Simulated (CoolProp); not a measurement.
A single-stage vapour-compression cycle with C3F8 (R218): evaporating at 236.15 K (dew point), condensing at 273.15 K (bubble point), superheat 8 K, subcooling 0 K, compressor efficiency 0.9, no pressure losses. Each further row changes one setting.

Model: reference Helmholtz-energy equation of state, Lemmon 2006, in CoolProp. It is a short technical equation, of lower accuracy than the large ones.

| case | cooling COP | pressure ratio | discharge temperature (K) | refrigerating effect (kJ/kg) | volumetric capacity (kJ/m³) |
|---|---|---|---|---|---|
| as stated | 4.47 | 4.13 | 273.1 | 73.2 | 713 |
| evaporating temperature 241.15 K | 5.49 | 3.31 | 273.7 | 76.4 | 917 |
| condensing temperature 268.15 K | 5.42 | 3.50 | [?] | 78.5 | 765 |
| subcooling 5 K | 4.80 | 4.13 | 273.1 | 78.5 | 765 |
| superheat 18 K | 4.67 | 4.13 | [?] | 80.5 | 748 |
| compressor efficiency 0.8 | 3.98 | 4.13 | [?] | 73.2 | 713 |

### Question
What belongs in the gaps?

### Answer

- condensing temperature 268.15 K, discharge temperature (K): 269.2
- superheat 18 K, discharge temperature (K): 282.6
- compressor efficiency 0.8, discharge temperature (K): 275.3

The compression ends wet for: as stated; subcooling 5 K.
